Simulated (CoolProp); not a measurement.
Computed with CoolProp (reference Helmholtz-energy equation of state, Lemmon 2006). It is a short technical equation, of lower accuracy than the large ones.

Task: For toluene, give the phase and the speed of sound (m/s), Prandtl number at 309.4 K and 4.83 MPa; 325.1 K and 4.83 MPa; 333 K and 4.83 MPa.

Result: 
- 309.4 K and 4.83 MPa: liquid; speed of sound 1280, Prandtl number 6.78
- 325.1 K and 4.83 MPa: liquid; speed of sound 1220, Prandtl number 6.12
- 333 K and 4.83 MPa: liquid; speed of sound 1190, Prandtl number 5.85

Viscosity comes from a separate model (Avgeri 2015). Thermal conductivity comes from a separate model (Assael 2012).
